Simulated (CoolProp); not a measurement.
A simple Rankine cycle with methanol: condensing at 307.15 K, boiler at 1.2 MPa, turbine inlet 432.1 K, turbine efficiency 0.85, pump efficiency 0.7, no recuperator. Each further row changes one setting.

Computed with CoolProp (reference Helmholtz-energy equation of state, de Reuck 1993).

```tsv
case	thermal efficiency (%)	net work (kJ/kg)	heat in (kJ/kg)	turbine exit temperature (K)	volume ratio over the turbine
as stated	19.9	?	1290	307.1	32.0
turbine inlet 452.1 K	20.2	272	1350	307.1	30.5
condensing temperature 299.15 K	21.3	279	1310	299.2	46.1
boiler pressure 0.84 MPa	?	?	1320	307.1	22.1
turbine efficiency 0.75	?	227	1290	307.1	32.9
```

Q: Complete the blanks.

A: 
- as stated, net work (kJ/kg): 257
- boiler pressure 0.84 MPa, thermal efficiency (%): 18.4
- boiler pressure 0.84 MPa, net work (kJ/kg): 244
- turbine efficiency 0.75, thermal efficiency (%): 17.6

The expansion ends wet for: as stated; turbine inlet 452.1 K; condensing temperature 299.15 K; boiler pressure 0.84 MPa; turbine efficiency 0.75.
